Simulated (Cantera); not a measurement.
Mixture: 8.03 % CH4, 3.53 % CO, 18.6 % O2, 69.9 % N2, equivalence ratio 0.96, at 1.40 bar, adiabatic and at constant pressure. Ignition delay is the time to a rise of 400 K.

Model: GRI-Mech 3.0 (53 species, 325 reactions), integrated in Cantera.

### Question
At T0 = 1350 K, what is the delay, and which 7 reactions control it most (d ln τ / d ln k, from doubling and halving each rate constant)?

### Answer
The delay is 5.21 ms.
| reaction | d ln τ / d ln k | faster rate |
|---|---|---|
| 2 CH3 (+M) <=> C2H6 (+M) | 0.60 | lengthens it |
| CH3 + O2 <=> CH3O + O | -0.51 | shortens it |
| H + O2 <=> O + OH | -0.35 | shortens it |
| CH3 + O2 <=> CH2O + OH | -0.35 | shortens it |
| CH4 + H <=> CH3 + H2 | 0.29 | lengthens it |
| CH3 + HO2 <=> CH3O + OH | -0.28 | shortens it |
| CH2O + O2 <=> HCO + HO2 | -0.22 | shortens it |
